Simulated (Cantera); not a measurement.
Mixture: CH4 : O2 : N2 = 1 : 4.88 : 26.8 (molar parts), equivalence ratio 0.41, at 4.93 atm, adiabatic and at constant pressure. Ignition delay is the time to a rise of 400 K.

Computed with Cantera and GRI-Mech 3.0 (53 species, 325 reactions).

Problem. What does this change do: pressure from 4.93 atm to 1.28 atm?

Solution. 
| quantity | before | after |
|---|---|---|
| delay at 1075 K | 52.9 ms | 0.215 s |
| delay at 1125 K | 25.4 ms | 97.9 ms |
| delay at 1175 K | 12.8 ms | 46.4 ms |
| delay at 1225 K | 6.71 ms | 22.9 ms |
| delay at 1275 K | 3.63 ms | 11.7 ms |
| delay at 1325 K | 2.03 ms | 6.26 ms |
| delay at 1375 K | 1.17 ms | 3.48 ms |
| apparent activation energy between 1275 and 1375 K | 170 kJ/mol | 180 kJ/mol |
